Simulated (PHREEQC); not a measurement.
Make-up at 50 °C: 0.00074 mol/kgw Cu(NO3)2, 7.4e-05 mol/kgw HNO3 and 0.009 mol/kgw NaCl. Closed to the air; pH follows from the charge balance.

Equilibrium calculation in PHREEQC: ion-association model, phreeqc.dat.

No solid was allowed to form.

### Question
Predict the pH, specific conductance.

### Answer
pH 4.17; specific conductance 2020 µS/cm.

### Question
In which forms is Cu present?

### Answer
Cu+2 95 %, CuCl+ 4.6 % of the Cu.

At this temperature some constants are extrapolated from 25 °C, and those without enthalpy data are left unchanged.
